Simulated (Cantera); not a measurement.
Cantera run, input and output.

```python
import numpy as np
import cantera as ct

gas = ct.Solution("gri30.yaml")
gas.TPX = 2025, 1200, {'NO': 1, 'N2': 9.4}
reactor = ct.IdealGasConstPressureReactor(gas, energy="off", clone=False)
net = ct.ReactorNet([reactor])
net.rtol, net.atol = 1e-08, 1e-18
show = ['NO', 'N2O', 'O2', 'O', 'NO2']
times = np.geomspace(0.0009, 100, 9)

steps = ct.SolutionArray(gas, extra=["t"])
rows = []
print(f"{'t/s':>10s}{'T/K':>9s}{'P/Pa':>11s}" + "".join(f"{s:>11s}" for s in show))
for t in times:
    while net.time < t:
        t_next = net.step()
        steps.append(gas.state, t=t_next)
    rows.append([np.interp(t, steps.t, y) for y in (steps.T, steps.P, *steps(*show).X.T)])
    print(f"{t:10.3e}{rows[-1][0]:9.1f}{rows[-1][1]:11.4g}" + "".join(f"{x:11.3e}" for x in rows[-1][2:]))
rate = np.gradient(steps.T, steps.t)
print("integrator steps:", len(steps.t))
if steps.T.max() > steps.T[0] + 200:
    print(f"time of steepest temperature rise: {steps.t[rate.argmax()]:.4e} s")
gas.TPX = 2025, 1200, {'NO': 1, 'N2': 9.4}
gas.equilibrate("TP")
print(f"equilibrium (TP): T = {gas.T:.1f} K  " + "  ".join(f"{s} {gas[s].X[0]:.3e}" for s in show))
```

It prints:

```
       t/s      T/K       P/Pa         NO        N2O         O2          O        NO2
 9.000e-04   2025.0       1200  9.615e-02  1.366e-07  1.246e-10  1.409e-07  6.689e-11
 3.846e-03   2025.0       1200  9.615e-02  5.548e-07  2.340e-09  6.301e-07  1.032e-09
 1.643e-02   2025.0       1200  9.615e-02  1.926e-06  4.789e-08  3.128e-06  1.132e-08
 7.021e-02   2025.0       1200  9.613e-02  4.012e-06  1.126e-06  1.749e-05  8.143e-08
 3.000e-01   2025.0       1200  9.601e-02  4.270e-06  2.546e-05  8.478e-05  3.924e-07
 1.282e+00   2025.0       1200  9.495e-02  3.880e-06  4.484e-04  2.900e-04  1.174e-06
 5.477e+00   2025.0       1200  8.670e-02  2.940e-06  4.415e-03  5.864e-04  2.356e-06
 2.340e+01   2025.0       1200  4.324e-02  6.285e-07  2.582e-02  1.210e-03  2.735e-06
 1.000e+02   2025.0       1200  4.785e-03  2.978e-08  4.486e-02  1.572e-03  4.004e-07
integrator steps: 769
equilibrium (TP): T = 2025.0 K  NO 4.188e-03  N2O 2.826e-08  O2 4.516e-02  O 1.578e-03  NO2 3.515e-07
```

Computed with Cantera and GRI-Mech 3.0 (53 species, 325 reactions). Radical loss at walls, strong at low pressure, is not modelled.
